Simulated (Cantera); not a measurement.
Input (Python, Cantera):

```python
import numpy as np
import cantera as ct

gas = ct.Solution("gri30.yaml")
gas.TPX = 675, 40000, {'CH4': 1, 'CO': 1.3, 'O2': 3.01, 'N2': 11.3}
inlet = ct.Reservoir(gas, clone=True)
gas.equilibrate("HP")  # start burning
reactor = ct.IdealGasConstPressureReactor(gas, energy="on", clone=False)
exhaust = ct.Reservoir(gas, clone=True)
tau = [0.47, 0.15, 0.05, 0.016, 0.0052, 0.0017, 0.00054, 0.00018, 5.7e-05, 1.8e-05][0]
for a, b in ((inlet, reactor), (reactor, exhaust)):
    ct.MassFlowController(a, b, mdot=lambda t: reactor.mass / tau)
net = ct.ReactorNet([reactor])
show = ['CH4', 'CO', 'O2', 'CH2O', 'NO']

rows = []
print(f"{'tau/s':>10s}{'T/K':>9s}" + "".join(f"{s:>11s}" for s in show))
for tau in [0.47, 0.15, 0.05, 0.016, 0.0052, 0.0017, 0.00054, 0.00018, 5.7e-05, 1.8e-05]:
    net.initial_time = 0.0
    net.advance(30 * tau)
    before = gas.X
    net.advance(40 * tau)
    drift = np.max(np.abs(gas.X - before) / (gas.X + 1e-9))
    rows.append([gas.T, *gas[show].X, drift])
    print(f"{tau:10.3e}{gas.T:9.1f}" + "".join(f"{x:11.3e}" for x in gas[show].X))
```

It prints:

```
     tau/s      T/K        CH4         CO         O2       CH2O         NO
 4.700e-01   2330.9  4.934e-07  1.790e-02  2.794e-02  9.513e-08  4.808e-03
 1.500e-01   2321.2  1.446e-06  1.900e-02  2.904e-02  2.784e-07  3.590e-03
 5.000e-02   2292.7  3.757e-06  2.179e-02  3.112e-02  7.132e-07  2.047e-03
 1.600e-02   2223.7  9.144e-06  2.765e-02  3.460e-02  1.650e-06  8.121e-04
 5.200e-03   2117.4  2.164e-05  3.522e-02  3.877e-02  3.550e-06  2.510e-04
 1.700e-03   1992.9  5.509e-05  4.249e-02  4.299e-02  7.966e-06  8.152e-05
 5.400e-04   1860.6  1.648e-04  5.009e-02  4.789e-02  2.051e-05  3.195e-05
 1.800e-04   1733.2  5.984e-04  6.318e-02  5.656e-02  6.336e-05  1.176e-05
 5.700e-05    675.0  6.020e-02  7.827e-02  1.812e-01  1.345e-18  2.330e-21
 1.800e-05    675.0  6.020e-02  7.827e-02  1.812e-01  1.397e-20  1.158e-23
```

Model: GRI-Mech 3.0 (53 species, 325 reactions), integrated in Cantera.
